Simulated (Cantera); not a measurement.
Input: 1 mol C₂F₆, 0.14 mol CH₄, 14 mol H₂, equilibrated at 3448.15 K and 0.200 bar.

Equilibrium computed with Cantera from the NASA thermochemical tables; the gas is ideal and each condensed phase is pure. Candidate condensed phases: C, C₆H₆, C₇H₈, C₈H₁₈; 95 gas species. The feed counts by its element totals alone. Equilibrium is a limit: real reactors are often held back by kinetics, nucleation or transport.

Base state: H 0.518, HF 0.238, H₂ 0.196, C₃ 0.0129, C₂H₂ (acetylene) 0.00976, F 0.00792, C₂H 0.00772, C 0.00525 (mole fractions); condensed: gas only.

**Question.** What changes in the equilibrium state with this change: H₂ from 14 to 7.7 mol?

**Answer.** 
```
species             before     after
----------------  --------  --------
H                    0.518     0.412
HF                   0.238     0.386
H₂                   0.196     0.124
C₃                  0.0129    0.0266
F                  0.00792    0.0161
C₂H₂ (acetylene)   0.00976    0.0100
CF₂                5.61e-6   2.97e-5
C₅                0.000199  0.000668
```
